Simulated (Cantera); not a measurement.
Feed: 1 mol Fe2O3, 0.98 mol H2O, 3.5 mol N2, at 1 atm.

Equilibrium computed with Cantera from the NASA thermochemical tables; the gas is ideal and each condensed phase is pure. Candidate condensed phases: Fe, FeO, Fe(OH)2, Fe(OH)3, Fe2O3, Fe3O4, H2O; 27 gas species. Mutual solubility and eutectic melting of coexisting phases are not modelled. Equilibrium is a limit: real reactors are often held back by kinetics, nucleation or transport.

Task: At 1175 °C, list the 5 most abundant gas species with their mole fractions, and the condensed phases.

Result: N2 0.780, H2O 0.218, O2 0.00137, NO 7.54e-5, OH 2.05e-5. Condensed: Fe2O3(s) + Fe3O4(s).
